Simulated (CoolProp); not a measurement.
Properties of nitrogen along the isobar 1.01 bar (Tc = -147.0 °C, pc = 33.96 bar, ω = 0.037).

Computed with CoolProp (reference Helmholtz-energy equation of state, Span 2000).

```
T (°C)   phase  density (kg/m³)  conductivity (mW/(m K))
-------  -----  ---------------  -----------------------
-155.45    gas            2.927                     11.1
-147.95    gas            2.746                     11.8
-140.45    gas            2.586                     12.4
-132.95    gas            2.445                     13.1
-125.45    gas            2.318                     13.8
-117.95    gas            2.204                     14.5
-110.45    gas            2.101                     15.1
-102.95    gas            2.007                     15.8
-95.45     gas            1.921                     16.4
-87.95     gas            1.843                     17.0
-80.45     gas            1.770                     17.7
-72.95     gas            1.703                     18.3
-65.45     gas            1.641                     18.9
```

Thermal conductivity comes from a separate model (Lemmon 2004).
